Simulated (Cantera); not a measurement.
Feed: 1 mol Cu2O, 1700 mol H2, 0.91 mol N2, equilibrated at 52000 Pa.

Equilibrium computed with Cantera from the NASA thermochemical tables; the gas is ideal and each condensed phase is pure. Candidate condensed phases: Cu, CuO, Cu(OH)2, Cu2O, H2O; 27 gas species. Equilibrium is a limit: real reactors are often held back by kinetics, nucleation or transport. All values below are at 2273 K.

Base state: H2 0.986, H 0.0116, Cu 0.00117, H2O 0.000583, N2 0.000531 (mole fractions); condensed: gas only.

### Question
What changes in the equilibrium state with this change: pressure from 52000 Pa to 240 Pa?

### Answer
```
species    before     after
-------  --------  --------
H2          0.986     0.841
H          0.0116     0.157
Cu        0.00117   0.00108
OH        1.06e-6   1.52e-5
H2O      0.000583  0.000524
```
